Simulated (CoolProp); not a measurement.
Vapour-liquid equilibrium of R143a (1) + R1234yf (2) at -29.25 °C; x and y are mole fractions of (1).

Values from CoolProp's multi-fluid Helmholtz-energy mixture model, Lemmon and Jacobsen 2000 and Lemmon 2022; pair parameters Bell 2016.

```csv
x,bubble pressure (bar),y at the bubble point,dew pressure at overall composition x (bar),liquid density (mol/L)
0.05,1.092,0.107,1.054,11.16
0.2,1.290,0.354,1.160,11.45
0.35,1.475,0.532,1.286,11.75
0.5,…,0.671,1.438,…
0.65,1.822,0.786,1.622,12.41
0.8,1.991,…,1.845,12.76
0.95,2.158,0.973,2.113,13.14
```

Fill in the missing entries.


- 0.5, bubble pressure (bar): 1.651
- 0.5, liquid density (mol/L): 12.07
- 0.8, y at the bubble point: 0.885

No azeotrope shows between x = 0.05 and 0.95.

The pair parameters rest on a limited set of measurements; away from them the model extrapolates.
